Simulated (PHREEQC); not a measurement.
Consider water at 25 °C with 0.13 mol/kgw H2SO4, 0.00011 mol/kgw K2SO4 and 0.0014 mol/kgw CuSO4. Closed to the air; pH follows from the charge balance.

Equilibrium calculation in PHREEQC: ion-association model, wateq4f.dat.

This is a speciation only: nothing precipitates in the calculation.

**Question.** Predict the pH, ionic strength.

**Answer.** pH 0.92; ionic strength 0.176 mol/kgw.

**Question.** In which forms is S present?

**Answer.** HSO4- 83 %, SO4-2 17 % of the S.
